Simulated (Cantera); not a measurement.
What does this Cantera script print?

```python
import numpy as np
import cantera as ct

gas = ct.Solution("gri30.yaml", transport_model="mixture-averaged")
show = ['C2H2', 'O', 'NO']

rows = []
print(f"{'T/K':>7s}{'rho':>11s}{'cp':>10s}{'mu':>11s}{'lambda':>11s}{'Pr':>7s}" + "".join(f"{'D_' + s:>11s}" for s in show))
for T in [400, 550, 700, 850, 1000, 1150, 1300, 1450, 1600]:
    gas.TPX = T, 101325, {'CH3OH': 0.96}
    Pr = gas.cp_mass * gas.viscosity / gas.thermal_conductivity
    D = [gas.mix_diff_coeffs_mole[gas.species_index(s)] for s in show]
    rows.append([gas.density, gas.cp_mass, gas.viscosity, gas.thermal_conductivity, Pr, *D])
    print(f"{T:7g}{gas.density:11.4e}{gas.cp_mass:10.1f}{gas.viscosity:11.4e}"
          f"{gas.thermal_conductivity:11.4e}{Pr:7.3f}" + "".join(f"{d:11.4e}" for d in D))
print("SI units: kg/m3, J/kg/K, Pa s, W/m/K, m2/s")
```

Result:

```
    T/K        rho        cp         mu     lambda     Pr     D_C2H2        D_O       D_NO
    400 9.7621e-01    1604.1 1.3101e-05 2.8202e-02  0.745 2.0370e-05 4.1931e-05 2.6013e-05
    550 7.0997e-01    1982.5 1.8084e-05 4.8173e-02  0.744 3.7425e-05 7.4580e-05 4.6554e-05
    700 5.5783e-01    2314.0 2.2798e-05 7.0521e-02  0.748 5.8466e-05 1.1404e-04 7.1456e-05
    850 4.5939e-01    2568.5 2.7200e-05 9.3604e-02  0.746 8.3041e-05 1.5964e-04 1.0027e-04
   1000 3.9048e-01    2798.1 3.1307e-05 1.1666e-01  0.751 1.1083e-04 2.1088e-04 1.3269e-04
   1150 3.3955e-01    2978.0 3.5151e-05 1.3931e-01  0.751 1.4159e-04 2.6742e-04 1.6846e-04
   1300 3.0037e-01    3128.4 3.8765e-05 1.6135e-01  0.752 1.7513e-04 3.2896e-04 2.0741e-04
   1450 2.6930e-01    3253.5 4.2180e-05 1.8268e-01  0.751 2.1132e-04 3.9529e-04 2.4939e-04
   1600 2.4405e-01    3357.2 4.5424e-05 2.0324e-01  0.750 2.5004e-04 4.6622e-04 2.9428e-04
SI units: kg/m3, J/kg/K, Pa s, W/m/K, m2/s
```

Computed with Cantera and GRI-Mech 3.0 (53 species, 325 reactions). Polar gases are described roughly by these parameters. The composition is frozen, though it would react at the higher temperatures.
